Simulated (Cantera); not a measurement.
Standard-state values (1 bar) from the NASA 1993 polynomials, evaluated with Cantera. Values are per mole of reaction as written; species without (g) are pure solids or liquids, kept so even where they would boil at 1 bar.

### Question
Between 300 and 2073 K, where is each reaction favourable under standard conditions?
- 6 H(g) + 3 SrCl₂ + O₃(g) ⇌ 3 SrO + 6 HCl(g)

### Answer
- 6 H(g) + 3 SrCl₂ + O₃(g) ⇌ 3 SrO + 6 HCl(g): ΔG° is -1298 kJ at 300 K and -1039 kJ at 2073 K; it stays negative (K > 1). ΔH° is -1561 kJ and ΔS° -252 J/K at 2073 K.
